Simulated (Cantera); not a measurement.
Equilibrium for fluorocarbon and chlorocarbon gases: C2F6 + HCl

Input: 1 mol C2F6, 0.82 mol HCl, held at 1875 °C.

Equilibrium computed with Cantera from the NASA thermochemical tables; the gas is ideal and each condensed phase is pure. Candidate condensed phases: C, C6H6, C7H8, C8H18; 118 gas species. The feed counts by its element totals alone. Gases not in the tables: C2F6 and larger saturated fluorocarbons. Kinetics and transport are ignored.

From 1.00e-5 bar to 1.00 bar the condensed part is C(graphite). The main C-bearing gas is CF2 at 1.00e-5 bar and CF4 at 1.00 bar. The share of C in condensed phases is highest at 1.00e-5 bar (94.0 %) and lowest at 0.00320 bar (20.5 %).

| P (Pa) | x F | x CF4 | x HF | x Cl | x CF2 | x Cl2 | x HCl | x CClF3 | n C(graphite) |
|---|---|---|---|---|---|---|---|---|---|
| 1 | 0.739 | 9.58e-7 | 0.121 | 0.121 | 0.0108 | 9.44e-8 | 1.96e-5 | 6.66e-11 | 1.88 |
| 6.80 | 0.677 | 0.000211 | 0.128 | 0.128 | 0.0614 | 7.09e-7 | 2.37e-5 | 1.69e-8 | 1.56 |
| 46 | 0.473 | 0.0156 | 0.151 | 0.151 | 0.203 | 6.68e-6 | 4.72e-5 | 2.11e-6 | 0.776 |
| 320 | 0.194 | 0.150 | 0.204 | 0.204 | 0.238 | 8.52e-5 | 0.000211 | 6.65e-5 | 0.410 |
| 2200 | 0.0549 | 0.309 | 0.249 | 0.246 | 0.130 | 0.000851 | 0.00110 | 0.000587 | 0.527 |
| 15000 | 0.0138 | 0.392 | 0.267 | 0.251 | 0.0562 | 0.00605 | 0.00477 | 0.00302 | 0.620 |
| 100000 | 0.00342 | 0.436 | 0.272 | 0.206 | 0.0230 | 0.0271 | 0.0162 | 0.0111 | 0.653 |
x: gas mole fraction; n: condensed amount in mol.
